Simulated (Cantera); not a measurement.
Cantera with NASA thermochemical tables; ideal gases at 1 bar, condensed phases pure. Values are per mole of reaction as written; species without (g) are pure solids or liquids, kept so even where they would boil at 1 bar.

6 HCl(g) + 3 Sr(OH)₂ → 3 SrCl₂ + 2 O₃(g) + 12 H(g), with ΔH° = 3873.8 kJ and ΔS° = 787.4 J/K at 300 K.

How far is the shortcut ΔG° ≈ ΔH°(300 K) − T·ΔS°(300 K) from the full temperature-dependent value at 773, 823, 873, 923, 973, 1023, 1073, 1123, 1173 K?


| T (K) | shortcut (kJ) | full (kJ) | difference (kJ) | difference in log10 K | condensed phases |
|---|---|---|---|---|---|
| 773 | 3265.1 | 3233.2 | 31.9 | -2.16 | Sr(OH)₂(s), SrCl₂(s) |
| 823 | 3225.8 | 3192.1 | 33.7 | -2.14 | Sr(OH)₂(l), SrCl₂(s) |
| 873 | 3186.4 | 3151.8 | 34.6 | -2.07 | Sr(OH)₂(l), SrCl₂(s) |
| 923 | 3147.0 | 3111.6 | 35.4 | -2.00 | Sr(OH)₂(l), SrCl₂(s) |
| 973 | 3107.7 | 3071.4 | 36.2 | -1.94 | Sr(OH)₂(l), SrCl₂(s) |
| 1023 | 3068.3 | 3030.8 | 37.5 | -1.91 | Sr(OH)₂(l), SrCl₂(s) |
| 1073 | 3028.9 | 2989.5 | 39.4 | -1.92 | Sr(OH)₂(l), SrCl₂(s) |
| 1123 | 2989.5 | 2948.1 | 41.4 | -1.93 | Sr(OH)₂(l), SrCl₂(s) |
| 1173 | 2950.2 | 2905.4 | 44.7 | -1.99 | Sr(OH)₂(l), SrCl₂(l) |
The shortcut ignores heat capacities and the phase changes listed.
